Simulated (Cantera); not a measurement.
# Fluorocarbon and chlorocarbon gases: CH2F2 + HCl

Feed: 1 mol CH2F2, 0.62 mol HCl, equilibrated at 1.00 bar.

These are equilibrium values from Cantera (NASA tables, ideal gas, pure condensed phases), not measurements of a reactor. Candidate condensed phases: C, C6H6, C7H8, C8H18; 118 gas species. Kinetics and transport are ignored.

```tsv
T (K)	x HF	x HCl	x Cl	x H2	x H	x F	n C(graphite)
1698	0.763	0.235	0.00110	0.000581	3.49e-6	4.44e-7	1.000
1798	0.763	0.234	0.00198	0.00102	1.13e-5	1.39e-6	1.000
1898	0.762	0.233	0.00333	0.00170	3.22e-5	3.84e-6	1.000
1998	0.761	0.231	0.00532	0.00268	8.30e-5	9.62e-6	1.000
2098	0.760	0.227	0.00812	0.00403	0.000195	2.21e-5	1.000
2198	0.759	0.223	0.0119	0.00580	0.000424	4.74e-5	1.000
2298	0.756	0.218	0.0167	0.00804	0.000859	9.53e-5	1.000
2398	0.754	0.211	0.0229	0.0107	0.00163	0.000182	0.999
2498	0.750	0.202	0.0303	0.0138	0.00293	0.000331	0.999
2598	0.746	0.192	0.0391	0.0172	0.00499	0.000579	0.998
2698	0.740	0.180	0.0492	0.0207	0.00811	0.000978	0.997
2798	0.733	0.167	0.0604	0.0241	0.0126	0.00161	0.994
2898	0.724	0.153	0.0726	0.0271	0.0188	0.00257	0.989
```
x: gas mole fraction; n: condensed amount in mol.

From 1698 K to 2898 K the condensed part is C(graphite). The main C-bearing gas is C2H2 (acetylene) throughout.
